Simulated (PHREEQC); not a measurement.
Dissolve 0.089 mol H3BO3 and 0.00011 mol NaF per kg of water at 20 °C. Closed to the air; pH follows from the charge balance.

Computed with PHREEQC (ion-association model, phreeqc.dat).

```tsv
quantity	before	after
pH	5.20	5.18
ionic strength (mol/kgw)	0.000116	6.16e-5
HF (mol/kgw)	8.96e-7	4.70e-7
NaF (mol/kgw)	6.49e-9	1.64e-9
```

Question: Which change was made?
A. 0.002 mol/kgw NaH2PO4 added
B. diluted 5-fold with water
C. temperature from 20 to 45 °C
D. H3BO3 left out
E. NaF from 0.00011 to 5.5e-05 mol/kgw

Answer: E, NaF from 0.00011 to 5.5e-05 mol/kgw

This is a speciation only: nothing precipitates in the calculation. Real BF4- forms and hydrolyses slowly; the run takes it at equilibrium.
